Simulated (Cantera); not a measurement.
Charge: 1 mol Si₃N₄, 5.7 mol NF₃, 14 mol H₂, equilibrated at 1352 °C and 133 Pa.

Cantera equilibrium calculation (NASA polynomials, part measured and part estimated; ideal gas, pure solids and liquids). Candidate condensed phases: Si, Si₃N₄; 37 gas species. The tables' values for SiF₃, SiF₂ are old estimates; treat these amounts as uncertain. Equilibrium is a limit: real reactors are often held back by kinetics, nucleation or transport.

Base state: H₂ 0.457, HF 0.223, N₂ 0.197, SiF₄ 0.108, SiF₃ 0.0134, H 0.00131, SiF₂ 0.000779, SiHF₃ 0.000248 (mole fractions); condensed: gas only.

**Question.** What changes in the equilibrium state with this change: H₂ from 14 to 0.63 mol?

**Answer.** 
```json
[
 {"species": "N₂", "before": "0.197", "after": "0.375"},
 {"species": "F", "before": "4.02e-8", "after": "0.297"},
 {"species": "SiF₄", "before": "0.108", "after": "0.232"},
 {"species": "H₂", "before": "0.457", "after": "<1e-9"},
 {"species": "SiF₃", "before": "0.0134", "after": "3.92e-9"},
 {"species": "HF", "before": "0.223", "after": "0.0973"},
 {"species": "H", "before": "0.00131", "after": "<1e-9"},
 {"species": "SiF₂", "before": "0.000779", "after": "<1e-9"},
 {"species": "SiHF₃", "before": "0.000248", "after": "<1e-9"}
]
```
